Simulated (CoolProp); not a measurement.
Values from CoolProp's reference Helmholtz-energy equation of state, Lemmon 2016.

Q: For R115, give the phase and the cp (kJ/(kg K)) at 305.8 K and 0.0415 MPa.

A: 
- 305.8 K and 0.0415 MPa: gas; cp 0.726
